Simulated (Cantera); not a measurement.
A perfectly stirred reactor is fed with CH₄ : C₂H₆ : C₃H₈ : O₂ : N₂ : H₂O = 1 : 0.25 : 0.51 : 10.4 : 39.2 : 10 (molar parts), equivalence ratio 0.52, at 0.550 bar; it is adiabatic with a 350 K inlet, and is followed from long to short residence time, starting on the burning branch (τ in s: 0.086, 0.037, 0.016, 0.0067, 0.0029, 0.0012, 0.00052, 0.00022, 9.5e-05, 4e-05, 1.7e-05, 7.4e-06).

Cantera simulation using GRI-Mech 3.0 (53 species, 325 reactions); the numbers are that mechanism's predictions, not measurements. GRI-Mech 3.0 was tuned for natural gas; its chemistry of propane as a main component is partial and can be far from experiment.

x: mole fraction; the columns are a selection and need not sum to one.

| τ (s) | T (K) | x CH₄ | x C₂H₆ | x C₃H₈ | x O₂ | x C₂H₂ | x HO₂ |
|---|---|---|---|---|---|---|---|
| 0.086 | 1361 | 2.51e-5 | 1.59e-6 | [?] | 0.0806 | 3.03e-6 | 7.86e-6 |
| 0.037 | 1354 | 4.54e-5 | 2.88e-6 | [?] | 0.0810 | 3.70e-6 | 1.30e-5 |
| 0.016 | 1340 | 8.69e-5 | 5.43e-6 | [?] | 0.0818 | 4.49e-6 | 2.12e-5 |
| 0.0067 | 1309 | 0.000208 | 1.26e-5 | [?] | 0.0839 | 5.80e-6 | 3.70e-5 |
| 0.0029 | 350 | 0.0163 | 0.00407 | 0.00831 | 0.169 | <1e-12 | <1e-12 |
| 0.0012 | 350 | 0.0163 | 0.00407 | 0.00831 | 0.169 | <1e-12 | <1e-12 |
| 0.00052 | 350 | 0.0163 | 0.00407 | 0.00831 | 0.169 | <1e-12 | <1e-12 |
| 0.00022 | 350 | 0.0163 | 0.00407 | 0.00831 | 0.169 | <1e-12 | <1e-12 |
| 9.5e-5 | 350 | 0.0163 | 0.00407 | 0.00831 | 0.169 | <1e-12 | <1e-12 |
| 4.0e-5 | 350 | 0.0163 | 0.00407 | 0.00831 | 0.169 | <1e-12 | <1e-12 |
| 1.7e-5 | 350 | 0.0163 | 0.00407 | 0.00831 | 0.169 | <1e-12 | <1e-12 |
| 7.4e-6 | 350 | 0.0163 | 0.00407 | 0.00831 | 0.169 | <1e-12 | <1e-12 |

Task: Some entries are withheld; supply them.

Result: 
- 0.086, x C₃H₈: 3.54e-6
- 0.037, x C₃H₈: 6.30e-6
- 0.016, x C₃H₈: 1.16e-5
- 0.0067, x C₃H₈: 2.57e-5
